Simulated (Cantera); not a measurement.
# Fluorocarbon and chlorocarbon gases: C₂F₆ + HCl + H₂

A closed system holds: 1 mol C₂F₆, 2.3 mol HCl, a varied amount of H₂, at 1475 K and 3.50 Pa.

These are equilibrium values from Cantera (NASA tables, ideal gas, pure condensed phases), not measurements of a reactor. Candidate condensed phases: C, C₆H₆, C₇H₈, C₈H₁₈; 118 gas species. The feed counts by its element totals alone. Gases not in the tables: C₂F₆ and larger saturated fluorocarbons. The numbers say what is thermodynamically allowed, not how fast it happens.

| n(H₂) (mol) | log p HF | log p H₂ | log p Cl | log p HCl | log p CF₄ | log p Cl₂ | n C(graphite) |
|---|---|---|---|---|---|---|---|
| 0.86 | -4.69 | -13.85 | -4.94 | -6.88 | -5.59 | -7.26 | 1.50 |
| 1.2 | -4.65 | -13.67 | -4.97 | -6.82 | -5.81 | -7.32 | 1.67 |
| 1.6 | -4.62 | -13.39 | -5.00 | -6.72 | -6.24 | -7.39 | 1.86 |
| 2.3 | -4.60 | -10.34 | -5.23 | -5.42 | -12.26 | -7.85 | 2.00 |
| 3.1 | -4.60 | -6.32 | -6.85 | -5.03 | <-16 | -11.08 | 2.00 |
| 4.3 | -4.66 | -5.32 | -7.40 | -5.08 | <-16 | -12.18 | 2.00 |
| 5.9 | -4.73 | -5.04 | -7.60 | -5.15 | <-16 | -12.59 | 2.00 |
| 8.1 | -4.81 | -4.88 | -7.76 | -5.22 | <-16 | -12.91 | 2.00 |
| 11 | -4.89 | -4.77 | -7.90 | -5.31 | <-16 | -13.19 | 2.00 |
log p: log10 of the partial pressure in bar; n: condensed amount in mol.

From 0.86 mol H₂ to 11 mol H₂ the condensed part is C(graphite). The main C-bearing gas is CF₄ at 0.86 mol H₂ and C₂H₂ (acetylene) at 11 mol H₂.
